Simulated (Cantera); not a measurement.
A closed system holds: 1 mol C2F6, 0.041 mol F2, equilibrated at 1248.15 K and 4.40e-5 bar.

Cantera equilibrium calculation (NASA polynomials, part measured and part estimated; ideal gas, pure solids and liquids). Candidate condensed phases: C; 13 gas species. The feed counts by its element totals alone. Gases not in the tables: C2F6 and larger saturated fluorocarbons. Equilibrium is a limit: real reactors are often held back by kinetics, nucleation or transport.

Base state: CF4 1.000, CF2 6.91e-5, F 2.18e-5 (mole fractions); condensed: C(graphite).

Q: What changes in the equilibrium state with this change: C2F6 replaced by CH3Cl?

A: 
| species | before | after |
|---|---|---|
| HCl | 0 | 0.490 |
| H2 | 0 | 0.470 |
| HF | 0 | 0.0402 |
| CF4 | 1.000 | <1e-9 |
| CF2 | 6.91e-5 | <1e-9 |
| H | 0 | 4.84e-5 |
| Cl | 0 | 4.31e-5 |
| C(graphite), mol | 0.479 | 1.000 |
Further candidate phases: C6H6, C7H8, C8H18.

Q: What changes in the equilibrium state with this change: C2F6 replaced by CCl4?

A: 
```
species            before     after
----------------  -------  --------
Cl                      0     0.664
Cl2                     0     0.330
CF4                 1.000   0.00665
CClF3                   0  0.000168
CF2               6.91e-5   5.64e-6
F                 2.18e-5   6.23e-6
C(graphite), mol    0.479     0.979
```
